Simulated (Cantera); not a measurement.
An isothermal plug-flow reactor at 1200 K and 750 Torr (inlet), inlet velocity 3.9 m/s, active area per volume 630 1/m; feed CH4 : O2 : N2 = 0.029 : 0.013 : 0.79 (molar parts).

Cantera simulation using Deutschmann's 1995 Pt surface mechanism with GRI-Mech 3.0 gas chemistry; the numbers are that mechanism's predictions, not measurements. Catalytic surfaces can have several steady states; this one follows from the mechanism file's or the stated starting coverage. Mass transfer to the wall is taken as infinitely fast.

One state of this run: x CH4 = 0.0297; x O2 = 0.00988; x H2O = 0.00632; x CO2 = 9.29e-6; x CO = 0.00501; θ free Pt = 0.853; θ H* = 0.00252; θ CO* = 0.0168; θ C* = 0.128. x: gas mole fraction; θ: surface coverage.

### Question
Which value of z (m) does it belong to?
A) 0.00038
B) 0.00074
C) 0.0014
D) 0.0001

### Answer
A, 0.00038
